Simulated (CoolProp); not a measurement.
Computed with CoolProp (reference Helmholtz-energy equation of state, Akasaka 2022).

Give the vapour pressure (bar), vapour density (kg/m³), enthalpy of vaporisation (kJ/kg) of saturated R1233zd(E) at 368.9, 387.5 K.


```
T (K)  p (bar)  vapour density (kg/m³)  enthalpy of vaporisation (kJ/kg)
-----  -------  ----------------------  --------------------------------
368.9     9.51                    50.9                               146
387.5     14.1                    78.6                               129
```
